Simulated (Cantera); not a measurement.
Input (Python, Cantera):

```python
import numpy as np
import cantera as ct

gas = ct.Solution("gri30.yaml")
gas.TPX = 1125, 27000, {'N2O': 1}
reactor = ct.IdealGasConstPressureReactor(gas, energy="off", clone=False)
net = ct.ReactorNet([reactor])
net.rtol, net.atol = 1e-08, 1e-18
show = ['N2O', 'NO2', 'O2', 'NO', 'N2']
times = np.geomspace(7e-06, 50, 13)

steps = ct.SolutionArray(gas, extra=["t"])
rows = []
print(f"{'t/s':>10s}{'T/K':>9s}{'P/Pa':>11s}" + "".join(f"{s:>11s}" for s in show))
for t in times:
    while net.time < t:
        t_next = net.step()
        steps.append(gas.state, t=t_next)
    rows.append([np.interp(t, steps.t, y) for y in (steps.T, steps.P, *steps(*show).X.T)])
    print(f"{t:10.3e}{rows[-1][0]:9.1f}{rows[-1][1]:11.4g}" + "".join(f"{x:11.3e}" for x in rows[-1][2:]))
rate = np.gradient(steps.T, steps.t)
print("integrator steps:", len(steps.t))
if steps.T.max() > steps.T[0] + 200:
    print(f"time of steepest temperature rise: {steps.t[rate.argmax()]:.4e} s")
gas.TPX = 1125, 27000, {'N2O': 1}
gas.equilibrate("TP")
print(f"equilibrium (TP): T = {gas.T:.1f} K  " + "  ".join(f"{s} {gas[s].X[0]:.3e}" for s in show))
```

Output:

```
       t/s      T/K       P/Pa        N2O        NO2         O2         NO         N2
 7.000e-06   1125.0    2.7e+04  1.000e+00  2.019e-17  1.312e-08  2.178e-09  1.387e-07
 2.608e-05   1125.0    2.7e+04  1.000e+00  2.500e-15  1.480e-07  2.457e-08  6.159e-07
 9.714e-05   1125.0    2.7e+04  1.000e+00  1.504e-13  1.149e-06  1.908e-07  2.892e-06
 3.619e-04   1125.0    2.7e+04  1.000e+00  3.468e-12  5.519e-06  9.161e-07  1.201e-05
 1.348e-03   1125.0    2.7e+04  9.999e-01  5.429e-11  2.186e-05  3.628e-06  4.605e-05
 5.022e-03   1125.0    2.7e+04  9.997e-01  7.718e-10  8.271e-05  1.373e-05  1.728e-04
 1.871e-02   1125.0    2.7e+04  9.990e-01  1.051e-08  3.093e-04  5.133e-05  6.447e-04
 6.969e-02   1125.0    2.7e+04  9.963e-01  1.309e-07  1.151e-03  1.910e-04  2.399e-03
 2.596e-01   1125.0    2.7e+04  9.862e-01  1.279e-06  4.259e-03  7.056e-04  8.874e-03
 9.672e-01   1125.0    2.7e+04  9.498e-01  7.563e-06  1.546e-02  2.555e-03  3.221e-02
 3.603e+00   1125.0    2.7e+04  8.294e-01  2.925e-05  5.252e-02  8.635e-03  1.094e-01
 1.342e+01   1125.0    2.7e+04  5.264e-01  8.363e-05  1.460e-01  2.356e-02  3.039e-01
 5.000e+01   1125.0    2.7e+04  1.423e-01  1.493e-04  2.657e-01  4.020e-02  5.517e-01
integrator steps: 792
equilibrium (TP): T = 1125.0 K  N2O 4.357e-09  NO2 2.004e-06  O2 3.333e-01  NO 1.237e-04  N2 6.666e-01
```

Computed with Cantera and GRI-Mech 3.0 (53 species, 325 reactions). GRI-Mech 3.0 was tuned for natural gas; its chemistry of N2O as a main component is partial and can be far from experiment. The mechanism lacks the step 2 NO + O2 → 2 NO2, which can matter for NO2 below about 1400 K. The temperature is held fixed by assumption; the heat of reaction is taken as removed at once.
